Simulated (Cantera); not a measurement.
A perfectly stirred reactor is fed with 20.6 % H2, 79.4 % O2, at 8.25 Torr; it is held at 1400 K, and followed from long to short residence time.

Model: GRI-Mech 3.0 (53 species, 325 reactions), integrated in Cantera. Radical loss at walls, strong at low pressure, is not modelled. The temperature is held fixed by assumption; the heat of reaction is taken as removed at once.

x: mole fraction; the columns are a selection and need not sum to one.

| τ (s) | x H2 | x O2 | x OH | x H2O2 | x HO2 |
|---|---|---|---|---|---|
| 0.66 | 0.00136 | 0.759 | 0.00658 | (withheld) | 3.08e-6 |
| 0.30 | 0.00222 | 0.752 | 0.00839 | (withheld) | 3.77e-6 |
| 0.14 | 0.00346 | 0.743 | 0.0104 | (withheld) | 4.34e-6 |
| 0.064 | 0.00524 | 0.728 | 0.0127 | 1.87e-7 | 4.71e-6 |
| 0.029 | 0.00743 | 0.710 | 0.0149 | 1.94e-7 | 4.84e-6 |
| 0.013 | 0.00973 | 0.692 | 0.0166 | 1.92e-7 | 4.77e-6 |
| 0.0061 | 0.0120 | 0.679 | 0.0177 | 1.90e-7 | 4.65e-6 |
| 0.0028 | 0.0151 | 0.674 | 0.0187 | 1.92e-7 | 4.55e-6 |

### Question
What belongs in the gaps?

### Answer

- 0.66, x H2O2: 1.22e-7
- 0.30, x H2O2: 1.47e-7
- 0.14, x H2O2: 1.70e-7
